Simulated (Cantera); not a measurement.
Charge: 1 mol CHF3, 0.077 mol HCl, at 19.0 Pa.

Equilibrium computed with Cantera from the NASA thermochemical tables; the gas is ideal and each condensed phase is pure. Candidate condensed phases: C, C6H6, C7H8, C8H18; 118 gas species. Rates play no part.

What share of the C ends up in condensed phases as a function of T (K), at 2175, 2275, 2375, 2475, 2575, 2675, 2775, 2875, 2975, 3075, 3175, 3275?


```csv
T (K),C condensed (%),as
2175,76.4,C(graphite)
2275,86.0,C(graphite)
2375,90.1,C(graphite)
2475,89.8,C(graphite)
2575,82.1,C(graphite)
2675,51.1,C(graphite)
2775,0.0,-
2875,0.0,-
2975,0.0,-
3075,0.0,-
3175,0.0,-
3275,0.0,-
```
